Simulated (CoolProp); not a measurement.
The fluid at 441.46 K and 0.105 MPa flows at 14 m/s in a round tube of 1 mm bore and 15 µm roughness, fully developed (64/Re and Nu = 3.66 if laminar; Colebrook and Gnielinski if turbulent). The same conditions are run with several fluids, on thermodynamics alone (safety and materials aside).

The numbers come from the reference Helmholtz-energy equation of state of each fluid (ammonia: Gao 2020; carbon dioxide: Span 1996; p-xylene: Zhou 2012; c-C4F8 (RC318): Platzer 1990) in CoolProp. The equations of Platzer and Polt are older, rougher fits.

**Question.** Rank ammonia, carbon dioxide, p-xylene, c-C4F8 (RC318) by Reynolds number, highest first.

**Answer.** c-C4F8 (RC318) (4760), p-xylene (4710), carbon dioxide (823), ammonia (439)

```tsv
fluid	Darcy friction factor	pressure drop (Pa/m)	heat-transfer coefficient (W/(m² K))	mass flow (kg/h)
ammonia	0.146	6980	159	0.0193
carbon dioxide	0.0778	9610	103	0.0499
p-xylene	0.0519	16000	506	0.125
c-C4F8 (RC318)	0.0519	29300	490	0.228
```

Transport values come from each fluid's own correlations; those of c-C4F8 (RC318) are estimates that may be off by 10 % or more.
